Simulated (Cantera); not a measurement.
Feed: 1 mol Cu2O, 1600 mol H2, 9.9 mol H2O, at 0.0210 bar.

Equilibrium computed with Cantera from the NASA thermochemical tables; the gas is ideal and each condensed phase is pure. Candidate condensed phases: Cu, CuO, Cu(OH)2, Cu2O, H2O; 12 gas species. Rates play no part.

Task: Which condensed phases are stable at each of these points (T (K)): 673, 773, 873, 973, 1073, 1173, 1273, 1373, 1473?

Result: 
```json
[
 {"T (K)": "673", "condensed phases": "Cu(s)", "Cu condensed (%)": "100.0"},
 {"T (K)": "773", "condensed phases": "Cu(s)", "Cu condensed (%)": "100.0"},
 {"T (K)": "873", "condensed phases": "Cu(s)", "Cu condensed (%)": "100.0"},
 {"T (K)": "973", "condensed phases": "Cu(s)", "Cu condensed (%)": "100.0"},
 {"T (K)": "1073", "condensed phases": "Cu(s)", "Cu condensed (%)": "100.0"},
 {"T (K)": "1173", "condensed phases": "Cu(s)", "Cu condensed (%)": "100.0"},
 {"T (K)": "1273", "condensed phases": "Cu(s)", "Cu condensed (%)": "99.7"},
 {"T (K)": "1373", "condensed phases": "Cu(l)", "Cu condensed (%)": "97.0"},
 {"T (K)": "1473", "condensed phases": "Cu(l)", "Cu condensed (%)": "80.1"}
]
```

From 673 K to 1273 K the condensed part is Cu(s). From 1373 K to 1473 K the condensed part is Cu(l).
